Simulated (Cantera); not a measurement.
Adiabatic ignition

An adiabatic, constant-volume homogeneous reactor starts with 9.62 % CH4, 11.5 % H2, 15.6 % O2, 58.8 % N2, 4.52 % H2O, at 1425 K and 1.00 atm.

Computed with Cantera and GRI-Mech 3.0 (53 species, 325 reactions).

```
t (s)     T (K)  P (bar)     x CH4   x H2     x O2   x C2H   x H2O2    x HO2    x NO2
--------  -----  -------  --------  -----  -------  ------  -------  -------  -------
4.00e-6    1425     1.01    0.0962  0.115    0.156  <1e-12  4.05e-9  2.83e-7   <1e-12
1.98e-5    1425     1.01    0.0961  0.115    0.156  <1e-12  6.45e-8  1.44e-6   <1e-12
9.76e-5    1436     1.02    0.0939  0.114    0.154  <1e-12  1.87e-6  2.93e-5   <1e-12
0.000482   2846     2.14  1.73e-12  0.107  0.00121  <1e-12  1.44e-7  1.15e-6  7.44e-8
0.00238    2840     2.14  1.82e-12  0.108  0.00113  <1e-12  1.38e-7  1.08e-6  1.67e-7
0.0118     2840     2.14  1.82e-12  0.108  0.00113  <1e-12  1.38e-7  1.08e-6  1.68e-7
0.0581     2840     2.14  1.82e-12  0.108  0.00113  <1e-12  1.38e-7  1.08e-6  1.68e-7
0.287      2840     2.14  1.82e-12  0.108  0.00113  <1e-12  1.38e-7  1.08e-6  1.68e-7
1.42       2840     2.14  1.82e-12  0.108  0.00113  <1e-12  1.38e-7  1.08e-6  1.68e-7
7.00       2840     2.14  1.82e-12  0.108  0.00113  <1e-12  1.38e-7  1.08e-6  1.68e-7
```
x: mole fraction; the columns are a selection and need not sum to one.

| Property | Value |
|---|---|
| time of steepest temperature rise | 0.199 ms |
| temperature at 7.00 s | 2840 K |
| equilibrium temperature | 2840 K |
| x(CH4) at 7.00 s | 1.82e-12 (gas-phase equilibrium 2.12e-12) |
| x(H2) at 7.00 s | 0.108 (gas-phase equilibrium 0.108) |
| x(O2) at 7.00 s | 0.00113 (gas-phase equilibrium 0.00113) |
